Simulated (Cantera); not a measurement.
# SiCl₄ + Cl₂ + H₂ (chlorosilane synthesis and conversion)

Feed: 1 mol SiCl₄, 1.8 mol Cl₂, 6.7 mol H₂, held at 523.15 K and 6.80 bar.

Cantera equilibrium calculation (NASA polynomials, part measured and part estimated; ideal gas, pure solids and liquids). Candidate condensed phases: Si; 19 gas species. Equilibrium is a limit: real reactors are often held back by kinetics, nucleation or transport.

| Property | Value |
|---|---|
| x(H₂) | 0.516 |
| x(HCl) | 0.379 |
| x(SiCl₄) | 0.105 |
| gas amount | 9.500 mol |
| log10 activity of Si(s) (absent) | -21.01 |
